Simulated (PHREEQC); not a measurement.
Nickel, zinc or cadmium bath (model solution)

Dissolve 0.0081 mol/kgw NiCl2, 0.0019 mol/kgw KCl and 0.056 mol/kgw HCl at 43 °C. Closed to the air; pH follows from the charge balance.

The numbers come from PHREEQC with the ion-association model, wateq4f.dat.

Each row changes one thing in this solution. No solid was allowed to form.

| case | pH | Ni+2 (mol/kgw) | NiCl+ (mol/kgw) | NiCl2 (mol/kgw) |
|---|---|---|---|---|
| as made | 1.33 | 0.00750 | 0.000521 | 8.31e-5 |
| NiCl2 from 0.0081 to 0.0162 mol/kgw | 1.34 | 0.0148 | 0.00115 | 0.000211 |
| temperature from 43 to 20 °C | 1.33 | 0.00747 | 0.000540 | 8.78e-5 |
| HCl replaced by RbCl at the same molality | 5.92 | [?] | 0.000521 | [?] |
| 0.014 mol/kgw H3PO4 added | 1.32 | 0.00750 | 0.000518 | 8.22e-5 |
| KCl replaced by KNO3 at the same molality | 1.33 | 0.00751 | 0.000509 | 7.90e-5 |
| NiCl2 from 0.0081 to 0.00729 mol/kgw | 1.33 | 0.00675 | 0.000464 | 7.28e-5 |
| diluted 5-fold with water | [?] | 0.00158 | 3.46e-5 | 1.42e-6 |

Q: What belongs in the gaps?

A: 
- HCl replaced by RbCl at the same molality, Ni+2 (mol/kgw): 0.00749
- HCl replaced by RbCl at the same molality, NiCl2 (mol/kgw): 8.30e-5
- diluted 5-fold with water, pH: 2.00

In wateq4f.dat the enthalpy of Ni(OH)2 has the wrong sign, so its saturation index can't be trusted away from 25 °C. At this temperature some constants are extrapolated from 25 °C, and those without enthalpy data are left unchanged.
